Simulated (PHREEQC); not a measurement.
Consider water at 25 °C with 0.0023 mol/kgw CuSO4, 0.00058 mol/kgw ZnCl2, 0.0025 mol/kgw H2SO4 and 0.0003 mol/kgw Na2SO4. Closed to the air; pH follows from the charge balance.

Computed with PHREEQC (ion-association model, phreeqc.dat).

Task: The ionic strength comes out as 0.0149 mol/kgw. What activity coefficients do Zn+2, SO4-2, Zn(SO4)2-2, Cu+2, NaSO4- get?

Result: Zn+2 0.62, SO4-2 0.62, Zn(SO4)2-2 0.61, Cu+2 0.63, NaSO4- 0.89.

No solid was allowed to form. Species that the database lacks are ignored.
